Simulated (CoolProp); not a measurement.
Values from CoolProp's reference Helmholtz-energy equation of state, de Reuck 1993.

Question: Give the vapour pressure (MPa), vapour density (kg/m³), vapour viscosity (µPa s), liquid conductivity (mW/(m K)) of saturated methanol at 392, 409.2, 460.8 K.

Answer: 
```json
[
 {"T (K)": "392", "p (MPa)": "0.620", "vapour density (kg/m³)": "7.01", "vapour viscosity (µPa s)": "12.3", "liquid conductivity (mW/(m K))": "182"},
 {"T (K)": "409.2", "p (MPa)": "0.986", "vapour density (kg/m³)": "11.2", "vapour viscosity (µPa s)": "12.7", "liquid conductivity (mW/(m K))": "179"},
 {"T (K)": "460.8", "p (MPa)": "3.17", "vapour density (kg/m³)": "39.5", "vapour viscosity (µPa s)": "14.3", "liquid conductivity (mW/(m K))": "170"}
]
```

Viscosity comes from a separate model (Xiang 2006). Thermal conductivity comes from a separate model (Sykioti 2013).
